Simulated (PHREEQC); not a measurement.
A solution holds 0.0021 mol NaH2PO4 and 0.1 mol Na2CO3 per kg of water, at 20 °C. Closed to the air; pH follows from the charge balance.

All values are PHREEQC results (ion-association model, phreeqc.dat), not measurements.

This is a speciation only: nothing precipitates in the calculation.

### Question
Order these C species by the share of C that they hold, largest first: CO3-2, NaCO3-, NaHCO3, HCO3-.

### Answer
CO3-2 (56 %), NaCO3- (40 %), HCO3- (3.8 %), NaHCO3 (0.19 %)

The pH is 11.15 and the ionic strength 0.221 mol/kgw.
